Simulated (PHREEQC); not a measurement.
## Brine

Consider water at 25 °C with 1.5 mol Na2CO3 and 0.0305 mol KCl per kg of water. Closed to the air; pH follows from the charge balance.

Model: Pitzer model, pitzer.dat, run in PHREEQC.

Precipitation was switched off in this run.

**Question.** Predict the pH, ionic strength, density.

**Answer.** pH 11.80; ionic strength 4.52 mol/kgw; density 1.142 g/cm³.

In brines, pH and single-ion activities rest on the MacInnes convention.
